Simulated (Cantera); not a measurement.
**Premixed flame**

A freely propagating, adiabatic, planar premixed flame of H2 : O2 : N2 = 1 : 0.172 : 0.648 (molar parts), equivalence ratio 2.9, unburnt at 400 K and 1.00 atm; mixture-averaged transport, grid criteria slope 0.08 and curve 0.16, no radiation.

Detailed kinetics in Cantera: the H2/O2 subset of GRI-Mech 3.0, which has no nitrogen chemistry. Burning velocities carry a grid error of a few per cent, more on coarse grids.

| z (mm) | T (K) | u (m/s) | x H2 | x O2 | x O | x OH | x H2O2 | x HO2 |
|---|---|---|---|---|---|---|---|---|
| -1.23 | 400 | 3.78 | 0.549 | 0.0945 | <1e-8 | <1e-8 | <1e-8 | <1e-8 |
| -0.817 | 400 | 3.78 | 0.549 | 0.0945 | <1e-8 | <1e-8 | <1e-8 | <1e-8 |
| -0.613 | 400 | 3.78 | 0.549 | 0.0945 | <1e-8 | <1e-8 | <1e-8 | <1e-8 |
| -0.409 | 400 | 3.78 | 0.549 | 0.0945 | <1e-8 | <1e-8 | 1.31e-8 | 3.27e-7 |
| -0.204 | 444 | 4.16 | 0.543 | 0.0950 | 5.98e-6 | 4.22e-5 | 1.64e-5 | 0.000251 |
| -0.102 | 712 | 6.47 | 0.513 | 0.0878 | 0.000133 | 0.000446 | 3.34e-5 | 0.000196 |
| 0 | 1063 | 9.43 | 0.453 | 0.0636 | 0.000826 | 0.000623 | 3.19e-6 | 7.67e-5 |
| 0.102 | 1308 | 11.5 | 0.393 | 0.0269 | 0.00117 | 0.00104 | 4.35e-7 | 2.84e-5 |
| 0.204 | 1427 | 12.6 | 0.366 | 0.00740 | 0.000542 | 0.000975 | 1.87e-7 | 7.50e-6 |
| 0.409 | 1524 | 13.4 | 0.362 | 0.000537 | 0.000140 | 0.000914 | 9.65e-8 | 5.05e-7 |
| 0.817 | 1611 | 14.1 | 0.369 | 2.92e-5 | 8.28e-5 | 0.000904 | 6.92e-8 | 3.07e-8 |
| 1.63 | 1692 | 14.7 | 0.377 | 1.22e-5 | 4.95e-5 | 0.000798 | 4.19e-8 | 1.49e-8 |
| 3.27 | 1758 | 15.2 | 0.384 | 5.92e-6 | 2.43e-5 | 0.000617 | 2.09e-8 | <1e-8 |
x: mole fraction of selected species; z is measured from the peak of heat release.

```json
{
  "laminar_burning_velocity": "378 cm/s",
  "thermal_thickness": "0.409 mm",
  "peak x(O)": "0.00124",
  "peak x(OH)": "0.00105",
  "peak x(H2O2)": "4.01e-5",
  "peak x(HO2)": "0.000353"
}
```
